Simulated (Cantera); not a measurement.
Input: 1 mol Si₃H₈, 0.038 mol HCl, 7.6 mol N₂, 0.87 mol Cl₂, at 1200 K and 46000 Pa.

Method: chemical equilibrium by Gibbs-energy minimisation in Cantera with the NASA 1993 tables (ideal gas, pure condensed phases). Candidate condensed phases: NH₄Cl, Si, Si₃N₄; 28 gas species. The feed counts by its element totals alone. N₂ is the only nitrogen source here; it is nearly inert below about 1500 K, so the nitride shown seldom forms there in practice. The tables' values for SiCl₃ are old estimates; treat these amounts as uncertain. The numbers say what is thermodynamically allowed, not how fast it happens.

Base state: N₂ 0.534, H₂ 0.301, HCl 0.163, SiCl₄ 0.00144, SiHCl₃ 7.21e-5, SiCl₃ 2.85e-5, NH₃ 1.06e-5 (mole fractions); condensed: Si₃N₄(s).

Task: What changes in the equilibrium state with this change: N₂ from 7.6 to 13 mol?

Result: 
```csv
species,before,after
N₂,0.534,0.692
H₂,0.301,0.198
HCl,0.163,0.109
SiCl₄,0.00144,0.000564
SiHCl₃,7.21e-5,2.78e-5
SiCl₃,2.85e-5,1.36e-5
NH₃,1.06e-5,6.44e-6
"Si₃N₄(s), mol",0.995,0.997
```
